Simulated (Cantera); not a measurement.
**Reactions in the system H-N-O-P**

Cantera with NASA thermochemical tables; ideal gases at 1 bar, condensed phases pure. Values are per mole of reaction as written; species without (g) are pure solids or liquids, kept so even where they would boil at 1 bar.

4 PH₃(g) + 4 NO(g) + 3 O₂(g) ⇌ 4 NH₃(g) + P₄O₁₀

```
T (K)  ΔH° (kJ)  ΔS° (J/K)  ΔG° (kJ)  log10 K
-----  --------  ---------  --------  -------
300     -3580.5    -1299.7   -3190.6   555.52
373     -3579.5    -1296.8   -3095.8   433.52
398     -3578.7    -1294.8   -3063.4   402.04
423     -3577.7    -1292.3   -3031.1   374.29
448     -3576.5    -1289.6   -2998.8   349.64
473     -3575.1    -1286.5   -2966.6   327.60
498     -3573.6    -1283.3   -2934.5   307.79
523     -3571.8    -1279.9   -2902.4   289.87
548     -3569.9    -1276.3   -2870.5   273.61
573     -3567.8    -1272.6   -2838.6   258.76
```
